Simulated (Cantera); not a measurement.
Charge: 1 mol SiH₄, 0.5 mol Cl₂, 43 mol H₂, held at 1.33 mbar.

Method: chemical equilibrium by Gibbs-energy minimisation in Cantera with the NASA 1993 tables (ideal gas, pure condensed phases). Candidate condensed phases: Si; 19 gas species. The tables' values for SiCl₃ are old estimates; treat these amounts as uncertain. Equilibrium is a limit: real reactors are often held back by kinetics, nucleation or transport. All values below are at 850 °C.

Base state: H₂ 0.979, HCl 0.0200, SiCl₂ 0.000860, SiCl₃ 4.19e-5, SiCl₄ 2.54e-5, SiHCl₃ 2.13e-5 (mole fractions); condensed: Si(s).

Problem. What changes in the equilibrium state with this change: Cl₂ from 0.5 to 0.74 mol?

Solution. 
```tsv
species	before	after
H₂	0.979	0.970
HCl	0.0200	0.0280
SiCl₂	0.000860	0.00171
SiCl₄	2.54e-5	0.000100
SiCl₃	4.19e-5	0.000117
Si(s), mol	0.957	0.909
```
